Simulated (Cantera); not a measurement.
Feed: 1 mol C3H8, 0.065 mol NH3, 2.1 mol H2, 1.6 mol H2O, at 2.20 mbar.

Method: chemical equilibrium by Gibbs-energy minimisation in Cantera with the NASA 1993 tables (ideal gas, pure condensed phases). Candidate condensed phases: C, C6H6, C7H8, C8H18, H2O; 136 gas species. The numbers say what is thermodynamically allowed, not how fast it happens. All values below are at 2175 °C.

Base state: H2 0.537, H 0.311, CO 0.143, C2H2 (acetylene) 0.00464, HCN 0.00193, N2 0.00181, HNC 0.000213, C2H 0.000173 (mole fractions); condensed: C(graphite).

What changes in the equilibrium state with this change: NH3 from 0.065 to 0.086 mol?


| species | before | after |
|---|---|---|
| H2 | 0.537 | 0.536 |
| H | 0.311 | 0.311 |
| CO | 0.143 | 0.143 |
| N2 | 0.00181 | 0.00253 |
| CN | 6.01e-5 | 7.11e-5 |
| HCN | 0.00193 | 0.00228 |
| HNC | 0.000213 | 0.000252 |
| C(graphite), mol | 1.26 | 1.26 |
